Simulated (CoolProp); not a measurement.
Vapour-liquid equilibrium of toluene (1) + n-nonane (2) at 0.055 MPa; x and y are mole fractions of (1).

Computed with CoolProp (multi-fluid Helmholtz-energy mixture model, Lemmon 2006 and Lemmon 2006; pair parameters Bell 2016).

Question: Give the bubble temperature and the first vapour's composition at x = 0.425, 0.575, 0.875. Is there an azeotrope?

Answer: x = 0.425: 377.2 K, y = 0.727; x = 0.575: 372.6 K, y = 0.818; x = 0.875: 365.9 K, y = 0.949. No azeotrope shows between x = 0.05 and 0.95.

Pair parameters are fitted to limited data, so mixtures are less certain than the pure fluids.
